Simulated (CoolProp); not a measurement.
Properties of methane along the isobar 2760 kPa.

The numbers come from the reference Helmholtz-energy equation of state, Setzmann 1991 in CoolProp.

```csv
T (°C),phase,density (kg/m³),Prandtl number
-105.95,liquid,321.6,1.90
-90.35,gas,41.07,1.14
-74.75,gas,33.82,0.966
-59.15,gas,29.46,0.893
-43.65,gas,26.40,0.851
-28.05,gas,24.03,0.823
-12.45,gas,22.13,0.803
3.15,gas,20.55,0.789
18.75,gas,19.22,0.778
34.35,gas,18.07,0.769
49.85,gas,17.07,0.762
65.45,gas,16.18,0.757
81.05,gas,15.38,0.752
96.65,gas,14.67,0.748
112.25,gas,14.02,0.745
```

Viscosity comes from a separate model (Quiñones-Cisneros 2006). Thermal conductivity comes from a separate model (Friend 1989).
